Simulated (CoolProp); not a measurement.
Properties of toluene at several states.

Model: reference Helmholtz-energy equation of state, Lemmon 2006, in CoolProp. It is a short technical equation, of lower accuracy than the large ones.

```tsv
T (K)	p (MPa)	phase	cp (kJ/(kg K))	speed of sound (m/s)
212.3	0.961	liquid	(withheld)	(withheld)
448.5	0.188	gas	1.724	(withheld)
346.8	2.78	liquid	(withheld)	(withheld)
268.7	5.65	liquid	(withheld)	(withheld)
```

### Question
Fill in the missing entries.

### Answer

- 212.3, cp (kJ/(kg K)): 1.492
- 212.3, speed of sound (m/s): 1708
- 448.5, speed of sound (m/s): 198.7
- 346.8, cp (kJ/(kg K)): 1.862
- 346.8, speed of sound (m/s): 1121
- 268.7, cp (kJ/(kg K)): 1.610
- 268.7, speed of sound (m/s): 1457
